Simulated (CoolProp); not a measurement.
Vapour-liquid equilibrium of 1-butene (1) + n-butane (2) at 322.7 K; x and y are mole fractions of (1).

The numbers come from the multi-fluid Helmholtz-energy mixture model, Lemmon 2005 and Bücker 2006; pair parameters Bell 2016 in CoolProp.

```csv
x,bubble pressure (bar),y at the bubble point,dew pressure at overall composition x (bar),liquid density (mol/L)
0.05,4.952,0.059,4.944,[?]
0.125,5.032,0.145,5.013,9.407
0.2,5.113,0.229,[?],9.446
0.275,[?],0.311,5.158,9.486
0.35,5.276,0.390,5.235,9.526
0.425,5.356,0.467,5.313,9.567
0.5,5.435,[?],5.392,9.608
0.575,5.512,0.614,5.471,9.650
0.65,5.586,0.684,5.551,9.692
0.725,5.657,[?],5.629,9.736
0.8,5.725,[?],5.704,9.781
0.875,5.789,0.888,5.776,9.827
0.95,5.848,0.955,5.843,[?]
```

What belongs in the gaps?


- 0.05, liquid density (mol/L): 9.367
- 0.2, dew pressure at overall composition x (bar): 5.084
- 0.275, bubble pressure (bar): 5.194
- 0.5, y at the bubble point: 0.541
- 0.725, y at the bubble point: 0.753
- 0.8, y at the bubble point: 0.821
- 0.95, liquid density (mol/L): 9.874

No azeotrope shows between x = 0.05 and 0.95.

Pair parameters are fitted to limited data, so mixtures are less certain than the pure fluids.
